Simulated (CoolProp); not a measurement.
Oxygen along the isobar 6.11 bar: density (kg/m³) from the reference equation and from simpler models built on Tc = 154.6 K, pc = 50.46 bar, ω = 0.022; each cubic takes its own stable root.

Values from CoolProp's reference Helmholtz-energy equation of state, Schmidt 1985.

```json
[
 {"T (K)": "136.6", "phase": "gas", "reference": "18.33", "ideal gas": "17.21", "Redlich-Kwong": "18.34", "Soave-Redlich-Kwong": "18.34"},
 {"T (K)": "144.5", "phase": "gas", "reference": "17.15", "ideal gas": "16.27", "Redlich-Kwong": "17.16", "Soave-Redlich-Kwong": "17.16"},
 {"T (K)": "152.5", "phase": "gas", "reference": "16.12", "ideal gas": "15.42", "Redlich-Kwong": "16.13", "Soave-Redlich-Kwong": "16.13"},
 {"T (K)": "160.4", "phase": "gas", "reference": "15.22", "ideal gas": "14.66", "Redlich-Kwong": "15.24", "Soave-Redlich-Kwong": "15.24"},
 {"T (K)": "168.4", "phase": "gas", "reference": "14.42", "ideal gas": "13.96", "Redlich-Kwong": "14.44", "Soave-Redlich-Kwong": "14.43"},
 {"T (K)": "176.4", "phase": "gas", "reference": "13.71", "ideal gas": "13.33", "Redlich-Kwong": "13.72", "Soave-Redlich-Kwong": "13.72"},
 {"T (K)": "184.3", "phase": "gas", "reference": "13.07", "ideal gas": "12.76", "Redlich-Kwong": "13.08", "Soave-Redlich-Kwong": "13.08"},
 {"T (K)": "192.3", "phase": "gas", "reference": "12.49", "ideal gas": "12.23", "Redlich-Kwong": "12.50", "Soave-Redlich-Kwong": "12.49"},
 {"T (K)": "200.3", "phase": "gas", "reference": "11.96", "ideal gas": "11.74", "Redlich-Kwong": "11.97", "Soave-Redlich-Kwong": "11.96"},
 {"T (K)": "208.2", "phase": "gas", "reference": "11.48", "ideal gas": "11.29", "Redlich-Kwong": "11.49", "Soave-Redlich-Kwong": "11.48"},
 {"T (K)": "216.2", "phase": "gas", "reference": "11.03", "ideal gas": "10.88", "Redlich-Kwong": "11.04", "Soave-Redlich-Kwong": "11.03"},
 {"T (K)": "224.1", "phase": "gas", "reference": "10.63", "ideal gas": "10.49", "Redlich-Kwong": "10.63", "Soave-Redlich-Kwong": "10.63"},
 {"T (K)": "232.1", "phase": "gas", "reference": "10.24", "ideal gas": "10.13", "Redlich-Kwong": "10.25", "Soave-Redlich-Kwong": "10.24"},
 {"T (K)": "240.1", "phase": "gas", "reference": "9.890", "ideal gas": "9.794", "Redlich-Kwong": "9.897", "Soave-Redlich-Kwong": "9.888"},
 {"T (K)": "248", "phase": "gas", "reference": "9.564", "ideal gas": "9.482", "Redlich-Kwong": "9.571", "Soave-Redlich-Kwong": "9.562"}
]
```
